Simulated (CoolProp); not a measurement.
The numbers come from the reference Helmholtz-energy equation of state, Pan 2012 in CoolProp.

Q: Give the vapour pressure (MPa), liquid density (kg/m³), vapour density (kg/m³), enthalpy of vaporisation (kJ/kg) of saturated R236FA at 206, 363 K.

A: 
| T (K) | p (MPa) | liquid density (kg/m³) | vapour density (kg/m³) | enthalpy of vaporisation (kJ/kg) |
|---|---|---|---|---|
| 206 | 0.00214 | 1640 | 0.191 | 191 |
| 363 | 1.56 | 1080 | 116 | 96.0 |
